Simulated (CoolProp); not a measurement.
A Linde-Hampson liquefier for carbon monoxide: isothermal reversible compression at 250 K from 1 atm to 15 MPa, throttling to 1 atm, return gas leaving the recuperator 10 K below the feed. Each further row changes one setting.

Model: reference Helmholtz-energy equation of state, Lemmon 2006, in CoolProp. It is a short technical equation, of lower accuracy than the large ones.

```csv
case,liquid yield per pass,compression work (kJ/kg of gas)
as stated,0.096,363
high pressure 30 MPa,0.144,415
warm-end temperature 280 K,0.063,412
warm-end gap 15 K,0.083,363
```
